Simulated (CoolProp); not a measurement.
Octamethylcyclotetrasiloxane (D4) at several states: Z from the reference equation and from simpler models built on Tc = 586.5 K, pc = 1.347 MPa, ω = 0.598; each cubic takes its own stable root.

Values from CoolProp's reference Helmholtz-energy equation of state, Thol 2015.

| T (K) | p (MPa) | phase | reference |
|---|---|---|---|
| 300.1 | 0.106 | liquid | 0.01328 |
| 514.4 | 1.56 | liquid | 0.1603 |
| 543.7 | 0.0371 | gas | 0.9870 |
| 416.3 | 2.61 | liquid | 0.2733 |

**Question.** How far does each simpler model (Redlich-Kwong, Peng-Robinson) lie from the reference over these 4 states: mean and median of the absolute difference, and the worst?

**Answer.** 
- Redlich-Kwong: mean 14.7 %, median 18.4 %, worst +21.8 % at 514.4 K and 1.56 MPa
- Peng-Robinson: mean 1.3 %, median 1.0 %, worst -3.1 % at 416.3 K and 2.61 MPa
